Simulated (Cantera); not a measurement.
Equilibrium for fluorocarbon and chlorocarbon gases: CHF3 + Si

Feed: 1 mol CHF3, a varied amount of Si, at 1373 K and 0.660 bar.

Cantera equilibrium calculation (NASA polynomials, part measured and part estimated; ideal gas, pure solids and liquids). Candidate condensed phases: C, C6H6, C7H8, C8H18, Si, SiC; 113 gas species. The tables' values for SiF3, SiF2 are old estimates; treat these amounts as uncertain. Gases not in the tables: C2F6 and larger saturated fluorocarbons. Kinetics and transport are ignored.

From 0.2 mol Si to 0.66 mol Si the condensed part is C(graphite). From 0.76 mol Si to 0.99 mol Si the condensed part is C(graphite) + SiC(s). The main Si-bearing gas is SiF4 throughout.

```
n(Si) (mol)  log p HF  log p SiF4  log p H2  log p CF4  log p SiHF3  log p SiF3  n C(graphite)  n SiC(s)
-----------  --------  ----------  --------  ---------  -----------  ----------  -------------  --------
0.2             -0.36       -1.06     -7.77      -0.88         <-12       -8.88          0.700         0
0.23            -0.36       -0.99     -7.75      -0.93       -12.13       -8.81          0.730         0
0.26            -0.36       -0.94     -7.72      -0.98       -12.05       -8.74          0.760         0
0.3             -0.36       -0.88     -7.68      -1.06       -11.95       -8.66          0.800         0
0.34            -0.36       -0.83     -7.63      -1.15       -11.85       -8.58          0.840         0
0.39            -0.36       -0.77     -7.55      -1.32       -11.70       -8.48          0.890         0
0.44            -0.36       -0.71     -7.42      -1.58       -11.52       -8.36          0.940         0
0.51            -0.37       -0.65     -2.05       <-12        -6.07       -5.60          1.000         0
0.58            -0.50       -0.57     -1.13       <-12        -4.94       -4.93          1.000         0
0.66            -0.75       -0.49     -0.80       <-12        -4.28       -4.43          1.000         0
0.76            -2.65       -0.41     -0.59       <-12        -2.10       -2.36          0.994   0.00508
0.87            -2.65       -0.41     -0.59       <-12        -2.10       -2.36          0.884     0.115
0.99            -2.65       -0.41     -0.59       <-12        -2.10       -2.36          0.764     0.235
```
log p: log10 of the partial pressure in bar; n: condensed amount in mol.
